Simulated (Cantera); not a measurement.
Input (Python, Cantera) and output of one run.

```python
import numpy as np
import cantera as ct

gas_names = """
    C CO COS CO2 CS CS2 C2 C2O C3 C3O2 C4 C5 Fe FeC5O5 FeO O O2 O3 S SO SO2 SO3 S2 S2O S8
""".split()
cond_names = """
    C(gr) Fe(a) Fe(c) Fe(d) Fe(L) FeC5O5(L) FeO(s) FeO(L) FeS(a) FeS(b) FeS(c) FeS(L) FeSO4(s) FeS2(s)
    Fe2O3(s) Fe2S3O12(s) Fe3O4(s) S(cr1) S(cr2) S(L)
""".split()


# ... load() reads the species with a 1 bar reference pressure and builds the phases ...
atoms = {
    'Fe': {'Fe': 1},
    'SO2': {'S': 1, 'O': 2},
    'CO': {'C': 1, 'O': 1},
}
top_T = {'C(gr)': 4500, 'FeSO4(s)': 950, 'FeS2(s)': 1010, 'Fe2O3(s)': 1830, 'Fe2S3O12(s)': 1100, 'Fe3O4(s)': 1870}  # K; cautious upper limits of use, not melting points


# ... equilibrate(T, P, feed) seeds the gas with the atoms and calls Mixture.equilibrate('TP', solver="vcs", rtol=1e-11, max_steps=5000) ...
results = []
feed = {'Fe': 1, 'SO2': 3.3, 'CO': 8.8}  # mol
P = 1333.22  # Pa
for T in [873, 923, 973, 1023, 1073, 1123, 1173, 1223, 1273, 1323, 1373, 1423]:
    mix = equilibrate(T, P, feed)
    results.append((T, P, feed, dict(zip(mix.species_names, mix.species_moles))))

top = {s: max(r[3][s] / sum(r[3][g] for g in gas_names) for r in results) for s in gas_names}
cols = sorted((s for s in top if top[s] > 1e-06), key=lambda s: -top[s])[:6]
seen = [c for c in cond_names if any(r[3].get(c, 0) > 1e-12 for r in results)]
print("log10 of partial pressures in bar; condensed amounts in mol")
print(f"{'T/K':>10s}" + "".join(f"{s[:9]:>10s}" for s in cols + seen))
for T, P, feed, n in results:
    ng = sum(n[g] for g in gas_names)
    print(f"{T:10.4g}" + "".join(f"{np.log10(max(n[s] / ng * P / 1e5, 1e-99)):10.3f}" for s in cols)
          + "".join(f"{n.get(c, 0):10.4g}" for c in seen))
```

Output:

```
log10 of partial pressures in bar; condensed amounts in mol
       T/K       CO2        CO        S2       COS       SO2       CS2    FeS(c)
       873    -2.032    -2.740    -3.009    -2.923    -6.996    -4.436         1
       923    -2.039    -2.657    -2.931    -3.096    -6.477    -4.774         1
       973    -2.045    -2.606    -2.885    -3.285    -5.973    -5.147         1
      1023    -2.048    -2.576    -2.857    -3.478    -5.492    -5.530         1
      1073    -2.051    -2.557    -2.842    -3.666    -5.045    -5.903         1
      1123    -2.054    -2.543    -2.835    -3.842    -4.636    -6.254         1
      1173    -2.058    -2.528    -2.835    -4.005    -4.273    -6.574         1
      1223    -2.065    -2.509    -2.841    -4.151    -3.960    -6.860         1
      1273    -2.076    -2.483    -2.854    -4.281    -3.702    -7.110         1
      1323    -2.092    -2.452    -2.875    -4.398    -3.494    -7.328         1
      1373    -2.112    -2.417    -2.903    -4.504    -3.329    -7.521         1
      1423    -2.135    -2.381    -2.938    -4.603    -3.196    -7.697         1
```

Equilibrium computed with Cantera from the NASA thermochemical tables; the gas is ideal and each condensed phase is pure. FeS: taken at fixed stoichiometry. Gases not in the tables: S3 to S7.
